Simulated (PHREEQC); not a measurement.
## Alkaline etch or developer (model solution)

Make-up at 35 °C: 100 mmol/kgw TMAH, 0.27 mmol/kgw CO2 and 140 mmol/kgw Na2CO3. Closed to the air; pH follows from the charge balance.

Model: ion-association model, wateq4f.dat, run in PHREEQC.

Precipitation was switched off in this run.

Predict the pH.

pH 12.51.

In which forms is C present?

NaCO3- 60 %, CO3-2 40 % of the C.

Species that the database lacks are ignored. (CH3)4N+ isn't in the database: it is added as a free cation with an ion size of 4 Å.
